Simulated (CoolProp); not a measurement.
Saturation properties of oxygen.

The numbers come from the reference Helmholtz-energy equation of state, Schmidt 1985 in CoolProp.

```tsv
T (K)	p (bar)	vapour Z	vapour viscosity (µPa s)
96.3	1.839	0.9506	7.43
99.6	2.456	0.9392	7.70
102.8	3.192	0.9267	7.95
106.1	4.111	0.9124	8.22
109.3	5.176	0.8970	8.49
112.6	6.474	0.8795	8.77
115.8	7.944	0.8609	9.05
119.1	9.699	0.8401	9.34
122.3	11.65	0.8181	9.64
125.6	13.95	0.7935	9.97
128.9	16.55	0.7668	10.3
```

It boils at 90.2 K under 1 atm.

Viscosity comes from a separate model (Lemmon 2004).
